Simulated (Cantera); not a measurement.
An isothermal, constant-pressure homogeneous reactor starts with 8.33 % CH4, 91.7 % H2, at 1650 K and 0.0460 bar.

Computed with Cantera and GRI-Mech 3.0 (53 species, 325 reactions). GRI-Mech 3.0 stops at C3 and has no aromatics, soot or wall deposition, so with more carbon than oxygen in the feed, carbon stays in small species such as C2H2 where larger ones or solid carbon would form. Radical loss at walls, strong at low pressure, is not modelled.

x: mole fraction; the columns are a selection and need not sum to one.

| t (s) | x CH4 | x H2 | x C2H6 | x CH3 | x CH2 | x C2H | x C2H4 |
|---|---|---|---|---|---|---|---|
| 0.000100 | 0.0833 | 0.917 | 9.18e-11 | 4.65e-6 | 9.85e-12 | <1e-12 | 9.08e-11 |
| 0.000305 | 0.0833 | 0.917 | ___ | 1.43e-5 | 1.09e-10 | <1e-12 | 3.04e-9 |
| 0.000932 | 0.0833 | 0.917 | ___ | 4.37e-5 | 1.07e-9 | <1e-12 | 9.11e-8 |
| 0.00285 | 0.0832 | 0.917 | ___ | 0.000131 | 9.64e-9 | <1e-12 | 2.62e-6 |
| 0.00869 | 0.0828 | 0.917 | ___ | 0.000357 | 6.78e-8 | 1.46e-11 | 5.94e-5 |
| 0.0265 | 0.0807 | 0.917 | ___ | 0.000549 | 1.57e-7 | 9.56e-10 | 0.000292 |
| 0.0809 | 0.0741 | 0.921 | ___ | 0.000518 | 1.53e-7 | 5.63e-9 | 0.000285 |
| 0.247 | 0.0588 | 0.929 | ___ | 0.000425 | 1.32e-7 | 1.70e-8 | 0.000212 |
| 0.754 | 0.0349 | 0.942 | ___ | 0.000269 | 9.28e-8 | 3.68e-8 | 0.000137 |
| 2.30 | 0.0145 | 0.953 | ___ | 0.000121 | 4.68e-8 | 5.66e-8 | 0.000113 |
| 7.03 | 0.00502 | 0.958 | ___ | 4.37e-5 | 1.82e-8 | 6.74e-8 | 0.000116 |
| 21.5 | 0.00209 | 0.960 | ___ | 1.84e-5 | 7.84e-9 | 7.08e-8 | 0.000119 |
| 65.5 | 0.00164 | 0.960 | 1.62e-8 | 1.45e-5 | 6.20e-9 | 7.14e-8 | 0.000120 |
| 200 | 0.00164 | 0.960 | 1.62e-8 | 1.45e-5 | 6.19e-9 | 7.14e-8 | 0.000120 |

### Question
Some entries are withheld; supply them.

### Answer

- 0.000305, x C2H6: 2.58e-9
- 0.000932, x C2H6: 6.05e-8
- 0.00285, x C2H6: 9.70e-7
- 0.00869, x C2H6: 7.34e-6
- 0.0265, x C2H6: 1.50e-5
- 0.0809, x C2H6: 1.32e-5
- 0.247, x C2H6: 8.69e-6
- 0.754, x C2H6: 3.35e-6
- 2.30, x C2H6: 6.49e-7
- 7.03, x C2H6: 8.89e-8
- 21.5, x C2H6: 2.17e-8
